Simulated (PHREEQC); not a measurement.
A made-up water analysis in mg/kgw, 25 °C, pH 2.87:

```json
[
 {"constituent": "Na", "mg/kgw": "1480"},
 {"constituent": "K", "mg/kgw": "822"},
 {"constituent": "Ca", "mg/kgw": "39.6"},
 {"constituent": "Mg", "mg/kgw": "87.5"},
 {"constituent": "Cl", "mg/kgw": "327"},
 {"constituent": "S(6) as SO4", "mg/kgw": "3990"},
 {"constituent": "Li", "mg/kgw": "1.5"}
]
```

Valence states are taken as typed.

Model: Pitzer model, pitzer.dat, run in PHREEQC.

Each row changes one thing in this solution. This is a speciation only: nothing precipitates in the calculation.

```json
[
 {"case": "as made", "HSO4- (mol/kgw)": "0.00197", "SI of Gypsum (CaSO4:2H2O)": "-1.07", "SI of Epsomite (MgSO4:7H2O)": "-3.17"},
 {"case": "Na from 1480 to 4440 mg/kgw", "HSO4- (mol/kgw)": "0.00172", "SI of Gypsum (CaSO4:2H2O)": "(withheld)", "SI of Epsomite (MgSO4:7H2O)": "-3.32"},
 {"case": "temperature from 25 to 30 °C at the same typed pH", "HSO4- (mol/kgw)": "(withheld)", "SI of Gypsum (CaSO4:2H2O)": "-1.08", "SI of Epsomite (MgSO4:7H2O)": "-3.22"},
 {"case": "Cl from 327 to 654 mg/kgw", "HSO4- (mol/kgw)": "0.00194", "SI of Gypsum (CaSO4:2H2O)": "-1.07", "SI of Epsomite (MgSO4:7H2O)": "-3.18"}
]
```

Question: Some entries are withheld; supply them.

Answer: 
- Na from 1480 to 4440 mg/kgw, SI of Gypsum (CaSO4:2H2O): -1.18
- temperature from 25 to 30 °C at the same typed pH, HSO4- (mol/kgw): 0.00225
